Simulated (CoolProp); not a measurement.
Saturation properties of methane.

Model: reference Helmholtz-energy equation of state, Setzmann 1991, in CoolProp.

| T (K) | p (bar) | liquid viscosity (µPa s) | vapour viscosity (µPa s) |
|---|---|---|---|
| 115.4 | 1.364 | 108 | 4.40 |
| 120.5 | 1.983 | 97.2 | 4.60 |
| 125.6 | 2.794 | 88.1 | 4.81 |
| 130.7 | 3.830 | 80.2 | 5.02 |
| 135.8 | 5.125 | 73.2 | 5.23 |
| 140.9 | 6.715 | 67.1 | 5.45 |
| 146 | 8.637 | 61.4 | 5.69 |
| 151.1 | 10.93 | 56.3 | 5.95 |
| 156.2 | 13.62 | 51.5 | 6.24 |
| 161.3 | 16.77 | 47.0 | 6.57 |
| 166.4 | 20.40 | 42.6 | 6.96 |
| 171.4 | 24.48 | 38.4 | 7.44 |
| 176.5 | 29.22 | 34.1 | 8.09 |
| 181.6 | 34.62 | 29.7 | 9.01 |

It boils at 111.7 K under 1 atm.

Viscosity comes from a separate model (Quiñones-Cisneros 2006).
